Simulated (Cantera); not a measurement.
What does this Cantera script print?

```python
import numpy as np
import cantera as ct

gas_names = [...]  # 113 gases of nasa_gas.yaml made of C, H, O, Ta
cond_names = """
    C(gr) C6H6(L) C7H8(L) C8H18(L),n-octa H2O(s) H2O(L) Ta(cr) Ta(L) TaC(s) TaC(L) Ta2O5(s) Ta2O5(L)
""".split()


# ... load() reads the species with a 1 bar reference pressure and builds the phases ...
atoms = {
    'Ta(OEt)5': {'Ta': 1, 'C': 10, 'H': 25, 'O': 5},
    'O2': {'O': 2},
}
top_T = {'C(gr)': 4500}  # K; cautious upper limits of use, not melting points


# ... equilibrate(T, P, feed) seeds the gas with the atoms and calls Mixture.equilibrate('TP', solver="vcs", rtol=1e-11, max_steps=5000) ...
results = []
feed = {'Ta(OEt)5': 1, 'O2': 0.023}  # mol
for P in [0.1, 1, 10, 100, 1000, 10000, 100000, 1000000]:
    for T in [850, 1050, 1250, 1450, 1650, 1850, 2050, 2250, 2450]:
        mix = equilibrate(T, P, feed)
        results.append((T, P, feed, dict(zip(mix.species_names, mix.species_moles))))

for T, P, feed, n in results:
    print(f"{T:7g} {P:10.4g}  " + (" + ".join(c for c in cond_names if n.get(c, 0) > 1e-12) or "gas only"))
```

Output:

```
    850        0.1  C(gr) + TaC(s)
   1050        0.1  C(gr) + TaC(s)
   1250        0.1  C(gr) + TaC(s)
   1450        0.1  C(gr) + TaC(s)
   1650        0.1  C(gr) + TaC(s)
   1850        0.1  C(gr) + TaC(s)
   2050        0.1  C(gr) + TaC(s)
   2250        0.1  C(gr) + TaC(s)
   2450        0.1  TaC(s)
    850          1  C(gr) + TaC(s) + Ta2O5(s)
   1050          1  C(gr) + TaC(s)
   1250          1  C(gr) + TaC(s)
   1450          1  C(gr) + TaC(s)
   1650          1  C(gr) + TaC(s)
   1850          1  C(gr) + TaC(s)
   2050          1  C(gr) + TaC(s)
   2250          1  C(gr) + TaC(s)
   2450          1  C(gr) + TaC(s)
    850         10  C(gr) + Ta2O5(s)
   1050         10  C(gr) + TaC(s)
   1250         10  C(gr) + TaC(s)
   1450         10  C(gr) + TaC(s)
   1650         10  C(gr) + TaC(s)
   1850         10  C(gr) + TaC(s)
   2050         10  C(gr) + TaC(s)
   2250         10  C(gr) + TaC(s)
   2450         10  C(gr) + TaC(s)
    850        100  C(gr) + Ta2O5(s)
   1050        100  C(gr) + TaC(s)
   1250        100  C(gr) + TaC(s)
   1450        100  C(gr) + TaC(s)
   1650        100  C(gr) + TaC(s)
   1850        100  C(gr) + TaC(s)
   2050        100  C(gr) + TaC(s)
   2250        100  C(gr) + TaC(s)
   2450        100  C(gr) + TaC(s)
    850       1000  C(gr) + Ta2O5(s)
   1050       1000  C(gr) + Ta2O5(s)
   1250       1000  C(gr) + TaC(s)
   1450       1000  C(gr) + TaC(s)
   1650       1000  C(gr) + TaC(s)
   1850       1000  C(gr) + TaC(s)
   2050       1000  C(gr) + TaC(s)
   2250       1000  C(gr) + TaC(s)
   2450       1000  C(gr) + TaC(s)
    850      1e+04  C(gr) + Ta2O5(s)
   1050      1e+04  C(gr) + Ta2O5(s)
   1250      1e+04  C(gr) + TaC(s)
   1450      1e+04  C(gr) + TaC(s)
   1650      1e+04  C(gr) + TaC(s)
   1850      1e+04  C(gr) + TaC(s)
   2050      1e+04  C(gr) + TaC(s)
   2250      1e+04  C(gr) + TaC(s)
   2450      1e+04  C(gr) + TaC(s)
    850      1e+05  C(gr) + Ta2O5(s)
   1050      1e+05  C(gr) + Ta2O5(s)
   1250      1e+05  C(gr) + Ta2O5(s)
   1450      1e+05  C(gr) + TaC(s)
   1650      1e+05  C(gr) + TaC(s)
   1850      1e+05  C(gr) + TaC(s)
   2050      1e+05  C(gr) + TaC(s)
   2250      1e+05  C(gr) + TaC(s)
   2450      1e+05  C(gr) + TaC(s)
    850      1e+06  C(gr) + Ta2O5(s)
   1050      1e+06  C(gr) + Ta2O5(s)
   1250      1e+06  C(gr) + Ta2O5(s)
   1450      1e+06  C(gr) + TaC(s) + Ta2O5(s)
   1650      1e+06  C(gr) + TaC(s)
   1850      1e+06  C(gr) + TaC(s)
   2050      1e+06  C(gr) + TaC(s)
   2250      1e+06  C(gr) + TaC(s)
   2450      1e+06  C(gr) + TaC(s)
```

These are equilibrium values from Cantera (NASA tables, ideal gas, pure condensed phases), not measurements of a reactor. The feed counts by its element totals alone. Mutual solubility and eutectic melting of coexisting phases are not modelled. TaC: taken at fixed stoichiometry. Condensed phases not in the tables: Ta2C.
